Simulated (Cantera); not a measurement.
Charge: 1 mol PbS, 59 mol H2.

Points: T (K) = 748, 848, 948, 1048, 1148, 1248, 1348, 1448, 1548, 1648, 1748; P (Pa) = 10, 42, 180, 750, 3200, 13000, 56000, 240000, 1e+06.

Cantera's Mixture.equilibrate('TP', solver="vcs", rtol=1e-11, max_steps=5000) on the NASA tables stopped like this:

```
ERROR: FAILURE its = 5001!

*******************************************************************************
CanteraError thrown by MultiPhase::equilibrate:
VCS solver failed. Return code: -1
*******************************************************************************
```

Problem. What got this run through?

Solution. Several could match; the one computed here: The failure is numerical, not chemical. The same input converged with solver="gibbs", rtol=1e-10, max_steps=50000, and the result passed a check of the equilibrium conditions:
```
    748         10  Pb(L) + PbS(s)
    848         10  Pb(L) + PbS(s)
    948         10  gas only
   1048         10  gas only
   1148         10  gas only
   1248         10  gas only
   1348         10  gas only
   1448         10  gas only
   1548         10  gas only
   1648         10  gas only
   1748         10  gas only
    748         42  Pb(L) + PbS(s)
    848         42  Pb(L) + PbS(s)
    948         42  gas only
   1048         42  gas only
   1148         42  gas only
   1248         42  gas only
   1348         42  gas only
   1448         42  gas only
   1548         42  gas only
   1648         42  gas only
   1748         42  gas only
    748        180  Pb(L) + PbS(s)
    848        180  Pb(L) + PbS(s)
    948        180  Pb(L)
   1048        180  gas only
   1148        180  gas only
   1248        180  gas only
   1348        180  gas only
   1448        180  gas only
   1548        180  gas only
   1648        180  gas only
   1748        180  gas only
    748        750  Pb(L) + PbS(s)
    848        750  Pb(L) + PbS(s)
    948        750  Pb(L) + PbS(s)
   1048        750  Pb(L)
   1148        750  gas only
   1248        750  gas only
   1348        750  gas only
   1448        750  gas only
   1548        750  gas only
   1648        750  gas only
   1748        750  gas only
    748       3200  Pb(L) + PbS(s)
    848       3200  Pb(L) + PbS(s)
    948       3200  Pb(L) + PbS(s)
   1048       3200  Pb(L)
   1148       3200  gas only
   1248       3200  gas only
   1348       3200  gas only
   1448       3200  gas only
   1548       3200  gas only
   1648       3200  gas only
   1748       3200  gas only
    748    1.3e+04  Pb(L) + PbS(s)
    848    1.3e+04  Pb(L) + PbS(s)
    948    1.3e+04  Pb(L) + PbS(s)
   1048    1.3e+04  Pb(L)
   1148    1.3e+04  Pb(L)
   1248    1.3e+04  gas only
   1348    1.3e+04  gas only
   1448    1.3e+04  gas only
   1548    1.3e+04  gas only
   1648    1.3e+04  gas only
   1748    1.3e+04  gas only
    748    5.6e+04  Pb(L) + PbS(s)
    848    5.6e+04  Pb(L) + PbS(s)
    948    5.6e+04  Pb(L) + PbS(s)
   1048    5.6e+04  Pb(L)
   1148    5.6e+04  Pb(L)
   1248    5.6e+04  Pb(L)
   1348    5.6e+04  Pb(L)
   1448    5.6e+04  gas only
   1548    5.6e+04  gas only
   1648    5.6e+04  gas only
   1748    5.6e+04  gas only
    748    2.4e+05  Pb(L) + PbS(s)
    848    2.4e+05  Pb(L) + PbS(s)
    948    2.4e+05  Pb(L) + PbS(s)
   1048    2.4e+05  Pb(L)
   1148    2.4e+05  Pb(L)
   1248    2.4e+05  Pb(L)
   1348    2.4e+05  Pb(L)
   1448    2.4e+05  Pb(L)
   1548    2.4e+05  gas only
   1648    2.4e+05  gas only
   1748    2.4e+05  gas only
    748      1e+06  Pb(L) + PbS(s)
    848      1e+06  Pb(L) + PbS(s)
    948      1e+06  Pb(L) + PbS(s)
   1048      1e+06  Pb(L)
   1148      1e+06  Pb(L)
   1248      1e+06  Pb(L)
   1348      1e+06  Pb(L)
   1448      1e+06  Pb(L)
   1548      1e+06  Pb(L)
   1648      1e+06  Pb(L)
   1748      1e+06  gas only
```

The gas is ideal and each condensed phase is pure.
